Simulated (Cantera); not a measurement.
A perfectly stirred reactor is fed with NH3 : H2 = 3.3 : 0.51 (molar parts), at 1.50 bar; it is held at 1798 K, and followed from long to short residence time.

Cantera simulation using the gas-phase N/H chemistry of the illustrative SiF4/NH3 mechanism in the Surface Chemkin manual (1991); the numbers are that mechanism's predictions, not measurements. Walls and surfaces, which speed up NH3 decomposition in real reactors, are not modelled.

x: mole fraction; the columns are a selection and need not sum to one.

| τ (s) | x NH3 | x H2 | x NH | x N | x N2 | x N2H4 |
|---|---|---|---|---|---|---|
| 0.49 | 0.307 | 0.543 | 1.66e-6 | 6.95e-8 | 0.150 | 1.27e-7 |
| 0.22 | 0.450 | 0.438 | 1.95e-6 | 7.21e-8 | 0.111 | 2.23e-7 |
| 0.096 | ___ | ___ | 2.16e-6 | 7.03e-8 | ___ | ___ |
| 0.043 | 0.719 | 0.241 | 2.25e-6 | 6.58e-8 | 0.0393 | 4.38e-7 |
| 0.019 | 0.793 | 0.187 | 2.27e-6 | 6.07e-8 | 0.0195 | 5.04e-7 |
| 0.0084 | 0.832 | 0.159 | 2.25e-6 | 5.66e-8 | 0.00902 | 5.38e-7 |
| 0.0037 | 0.851 | 0.145 | 2.21e-6 | 5.32e-8 | ___ | 5.45e-7 |
| 0.0016 | 0.859 | 0.139 | 2.11e-6 | 4.90e-8 | 0.00164 | 5.28e-7 |
| 0.00072 | 0.863 | 0.136 | 1.91e-6 | 4.24e-8 | 0.000653 | 4.78e-7 |

Some entries are withheld; supply them.


- 0.096, x NH3: 0.602
- 0.096, x H2: 0.327
- 0.096, x N2: 0.0705
- 0.096, x N2H4: 3.40e-7
- 0.0037, x N2: 0.00398
